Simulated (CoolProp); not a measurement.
Vapour-liquid equilibrium of n-pentane (1) + the fluoroketone C6F12O (FK-5-1-12) (2) at 4.91 bar; x and y are mole fractions of (1).

Model: multi-fluid Helmholtz-energy mixture model, Thol 2019 and McLinden 2015; pair parameters Bell 2016, in CoolProp.

```tsv
x	bubble temperature (K)	y at the bubble point	dew temperature at overall composition x (K)	liquid density (mol/L)
0.05	373.1	0.117	375.4	…
0.2	…	0.381	…	4.697
0.35	…	0.526	364.8	5.082
0.5	356.1	0.603	359.2	…
0.65	355.5	0.654	355.5	…
0.8	356.1	0.716	…	6.629
0.95	360.8	0.877	363.2	…
```

Task: What belongs in the gaps?

Result: 
- 0.05, liquid density (mol/L): 4.312
- 0.2, bubble temperature (K): 363.6
- 0.2, dew temperature at overall composition x (K): 370.2
- 0.35, bubble temperature (K): 358.3
- 0.5, liquid density (mol/L): 5.503
- 0.65, liquid density (mol/L): 6.007
- 0.8, dew temperature at overall composition x (K): 358.3
- 0.95, liquid density (mol/L): 7.351

y crosses x between x = 0.65 and 0.8: the model has an azeotrope there.

Pair parameters are fitted to limited data, so mixtures are less certain than the pure fluids.
